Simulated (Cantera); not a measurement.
A freely propagating, adiabatic, planar premixed flame of H₂ : O₂ : N₂ = 1 : 0.333 : 0.867 (molar parts), unburnt at 650 K and 2.90 bar; mixture-averaged transport, grid criteria slope 0.08 and curve 0.16, no radiation.

Model: the H2/O2 subset of GRI-Mech 3.0, which has no nitrogen chemistry, integrated in Cantera. The hydrogen kinetics of GRI-Mech 3.0 are dated; newer H2 mechanisms differ, most at raised pressure. Burning velocities carry a grid error of a few per cent, more on coarse grids.

Task: How do the results move with these cheaper or finer settings: unity-Lewis-number transport; multicomponent transport; multicomponent+Soret transport; grid criteria slope 0.5, curve 1; grid criteria slope 0.25, curve 0.5; grid criteria slope 0.03, curve 0.06?

Result: 
```tsv
setting	laminar burning velocity	thermal thickness	peak x(O)	peak x(OH)	grid points
as above	1400 cm/s	0.110 mm	0.00917	0.0189	130
unity-Lewis-number transport	912 cm/s	0.0937 mm	0.00838	0.0188	124
multicomponent transport	1370 cm/s	0.111 mm	0.00905	0.0189	130
multicomponent+Soret transport	1320 cm/s	0.109 mm	0.00905	0.0189	130
grid criteria slope 0.5, curve 1	1570 cm/s	0.144 mm	0.00901	0.0202	44
grid criteria slope 0.25, curve 0.5	1470 cm/s	0.123 mm	0.00909	0.0195	61
grid criteria slope 0.03, curve 0.06	1390 cm/s	0.107 mm	0.00920	0.0187	282
```
Unity Lewis numbers drop preferential diffusion, which matters most where H2 and H carry the flame; Soret adds thermal diffusion.
